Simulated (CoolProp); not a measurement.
Carbon dioxide along the isobar 27 MPa: density (kg/m³) from the reference equation and from simpler models built on Tc = 304.1 K, pc = 7.377 MPa, ω = 0.224; each cubic takes its own stable root.

Model: reference Helmholtz-energy equation of state, Span 1996, in CoolProp.

```json
[
 {"T (K)": "274.3", "phase": "liquid", "reference": "1041"},
 {"T (K)": "298.4", "phase": "liquid", "reference": "951.9"},
 {"T (K)": "322.5", "phase": "supercritical", "reference": "852.7"},
 {"T (K)": "346.6", "phase": "supercritical", "reference": "743.4"},
 {"T (K)": "370.7", "phase": "supercritical", "reference": "631.8"},
 {"T (K)": "394.8", "phase": "supercritical", "reference": "534.2"},
 {"T (K)": "418.9", "phase": "supercritical", "reference": "458.8"},
 {"T (K)": "442.9", "phase": "supercritical", "reference": "403.2"}
]
```

**Question.** How far does each simpler model (van der Waals, Redlich-Kwong, Soave-Redlich-Kwong, Peng-Robinson) lie from the reference over these 8 states: mean and median of the absolute difference, and the worst?

**Answer.** 
- van der Waals: mean 15.8 %, median 15.1 %, worst -30.8 % at 274.3 K and 27 MPa
- Redlich-Kwong: mean 5.0 %, median 4.7 %, worst -8.5 % at 274.3 K and 27 MPa
- Soave-Redlich-Kwong: mean 8.9 %, median 9.0 %, worst -10.6 % at 370.7 K and 27 MPa
- Peng-Robinson: mean 2.7 %, median 2.7 %, worst +4.2 % at 274.3 K and 27 MPa
